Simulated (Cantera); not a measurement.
An adiabatic, constant-volume homogeneous reactor starts with H₂ : O₂ : N₂ : NO = 1 : 0.417 : 1.57 : 0.0044 (molar parts), at 1475 K and 1000000 Pa. Integrator tolerance rtol = 1e-08.

Detailed kinetics in Cantera: GRI-Mech 3.0 (53 species, 325 reactions). The hydrogen kinetics of GRI-Mech 3.0 are dated; newer H2 mechanisms differ, most at raised pressure. Above 3000 K some thermodynamic fits are extrapolated.

**Question.** What does this change do: pressure from 1000000 Pa to 500000 Pa?

**Answer.** 
| quantity | before | after |
|---|---|---|
| time of steepest temperature rise | 1.59 µs | 2.93 µs |
| temperature at 0.400 s | 3258 K | 3184 K |
| equilibrium temperature | 3258 K | 3184 K |
| x(H₂) at 0.400 s | 0.0853 (gas-phase equilibrium 0.0853) | 0.0871 (gas-phase equilibrium 0.0871) |
| x(O₂) at 0.400 s | 0.00491 (gas-phase equilibrium 0.00491) | 0.00590 (gas-phase equilibrium 0.00590) |
| x(NO) at 0.400 s | 0.00842 (gas-phase equilibrium 0.00842) | 0.00851 (gas-phase equilibrium 0.00851) |
| x(N₂) at 0.400 s | 0.584 (gas-phase equilibrium 0.584) | 0.581 (gas-phase equilibrium 0.581) |
| x(NO₂) at 0.400 s | 2.80e-6 (gas-phase equilibrium 2.80e-6) | 2.27e-6 (gas-phase equilibrium 2.27e-6) |
| x(N₂O) at 0.400 s | 1.85e-6 (gas-phase equilibrium 1.85e-6) | 1.30e-6 (gas-phase equilibrium 1.30e-6) |
| x(H₂O) at 0.400 s | 0.265 (gas-phase equilibrium 0.265) | 0.258 (gas-phase equilibrium 0.258) |
